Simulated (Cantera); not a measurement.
Input (Python, Cantera) and output of one run.

```python
import numpy as np
import cantera as ct

gas_names = [...]  # 109 gases of nasa_gas.yaml made of C, Cl, H, Si
cond_names = """
    C(gr) C6H6(L) C7H8(L) C8H18(L),n-octa Si(cr) Si(L) SiC(b)
""".split()


# ... load() reads the species with a 1 bar reference pressure and builds the phases ...
atoms = {
    'CH3SiCl3': {'C': 1, 'H': 3, 'Si': 1, 'CL': 3},
    'H2': {'H': 2},
    'C2H2': {'C': 2, 'H': 2},
}
top_T = {'C(gr)': 4500, 'SiC(b)': 3050}  # K; cautious upper limits of use, not melting points


# ... equilibrate(T, P, feed) seeds the gas with the atoms and calls Mixture.equilibrate('TP', solver="vcs", rtol=1e-11, max_steps=5000) ...
results = []
T = 1650  # K
P = 133.322  # Pa
for m in [8.4, 14, 25, 42, 73, 120, 210, 370, 630, 1100]:
    feed = {'CH3SiCl3': 1, 'H2': m, 'C2H2': 0.019}  # mol
    mix = equilibrate(T, P, feed)
    results.append((T, P, feed, dict(zip(mix.species_names, mix.species_moles))))

top = {s: max(r[3][s] / sum(r[3][g] for g in gas_names) for r in results) for s in gas_names}
cols = sorted((s for s in top if top[s] > 0.001), key=lambda s: -top[s])[:5]
seen = [c for c in cond_names if any(r[3].get(c, 0) > 1e-12 for r in results)]
print("log10 of partial pressures in bar; condensed amounts in mol")
print(f"{'n(H2)':>10s}" + "".join(f"{s[:9]:>10s}" for s in cols + seen))
for T, P, feed, n in results:
    ng = sum(n[g] for g in gas_names)
    print(f"{feed['H2']:10.4g}" + "".join(f"{np.log10(max(n[s] / ng * P / 1e5, 1e-99)):10.3f}" for s in cols)
          + "".join(f"{n.get(c, 0):10.4g}" for c in seen))
```

It prints:

```
log10 of partial pressures in bar; condensed amounts in mol
     n(H2)        H2       HCL     SiCL2         H     C(gr)    SiC(b)
       8.4    -3.006    -3.470    -5.290    -5.545   0.08186    0.9554
        14    -2.960    -3.638    -5.672    -5.521   0.06419    0.9725
        25    -2.925    -3.851    -6.133    -5.504   0.05139    0.9843
        42    -2.906    -4.056    -6.560    -5.495   0.04362    0.9905
        73    -2.894    -4.282    -7.025    -5.489   0.03688    0.9943
       120    -2.887    -4.490    -7.449    -5.485   0.03054    0.9963
       210    -2.882    -4.728    -7.929    -5.483   0.02101    0.9975
       370    -2.880    -4.971    -8.418    -5.482  0.005765    0.9978
       630    -2.878    -5.201    -8.800    -5.481         0     0.997
      1100    -2.877    -5.442    -9.173    -5.480         0    0.9946
```

Equilibrium computed with Cantera from the NASA thermochemical tables; the gas is ideal and each condensed phase is pure. The feed counts by its element totals alone. The tables' values for SiCl3 are old estimates; treat these amounts as uncertain.
